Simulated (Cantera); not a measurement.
Input: 1 mol Cu, 4.5 mol F2, 5.2 mol N2, equilibrated at 327 °C and 6.98 Torr.

These are equilibrium values from Cantera (NASA tables, ideal gas, pure condensed phases), not measurements of a reactor. Candidate condensed phases: Cu, CuF2; 11 gas species. The numbers say what is thermodynamically allowed, not how fast it happens.

Base state: N2 0.631, NF3 0.347, F2 0.0217, F 0.000215 (mole fractions); condensed: CuF2(s).

Question: What changes in the equilibrium state with this change: temperature from 327 °C to 1025 °C?

Answer: 
| species | before | after |
|---|---|---|
| F | 0.000215 | 0.526 |
| N2 | 0.631 | 0.395 |
| CuF2 | <1e-9 | 0.0760 |
| NF3 | 0.347 | 1.02e-8 |
| F2 | 0.0217 | 0.00277 |
| CuF2(s), mol | 1.00 | 0 |

Question: What changes in the equilibrium state with this change: pressure from 6.98 Torr to 1.00 Torr?

Answer: 
| species | before | after |
|---|---|---|
| N2 | 0.631 | 0.627 |
| NF3 | 0.347 | 0.300 |
| F2 | 0.0217 | 0.0723 |
| F | 0.000215 | 0.00104 |
| CuF2(s), mol | 1.00 | 1.00 |
